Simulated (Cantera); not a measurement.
A closed system holds: 1 mol SiH₂Cl₂, 20 mol N₂, 35 mol H₂, equilibrated at 13.0 mbar.

Cantera equilibrium calculation (NASA polynomials, part measured and part estimated; ideal gas, pure solids and liquids). Candidate condensed phases: NH₄Cl, Si, Si₃N₄; 28 gas species. N₂ is the only nitrogen source here; it is nearly inert below about 1500 K, so the nitride shown seldom forms there in practice. Gases not in the tables: Si₂H₆ and higher silanes. Rates play no part.

### Question
What share of the Si ends up in condensed phases as a function of T (°C), at 1050, 1100, 1150, 1200, 1250, 1300, 1350, 1400, 1450, 1500, 1550, 1600, 1650, 1700?

### Answer
```tsv
T (°C)	Si condensed (%)	as
1050	99.9	Si₃N₄(s)
1100	99.7	Si₃N₄(s)
1150	99.4	Si₃N₄(s)
1200	98.8	Si₃N₄(s)
1250	97.7	Si₃N₄(s)
1300	95.7	Si₃N₄(s)
1350	92.6	Si₃N₄(s)
1400	88.1	Si₃N₄(s)
1450	82.0	Si₃N₄(s)
1500	76.3	Si(l)
1550	75.9	Si(l)
1600	74.3	Si(l)
1650	70.6	Si(l)
1700	63.5	Si(l)
```
